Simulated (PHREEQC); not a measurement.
Metal-bearing waste water (model solution)

Dissolve 0.0016 mol Al2(SO4)3, 0.0069 mol MgSO4, 0.014 mol NaHCO3 and 0.00016 mol Na2SO4 per kg of water at 20 °C. Closed to the air; pH follows from the charge balance.

All values are PHREEQC results (ion-association model, phreeqc.dat), not measurements.

No solid was allowed to form.

Problem. What pH does the model give?

Solution. pH 6.24.

Problem. In which forms is S present?

Solution. SO4-2 77 %, MgSO4 18 %, NaSO4- 2.6 %, AlSO4+ 1.7 % of the S.

The solution is supersaturated, for example in Al(OH)3(a), Gibbsite (slow to form), so a real one may precipitate; this is no full list. Species that the database lacks are ignored.
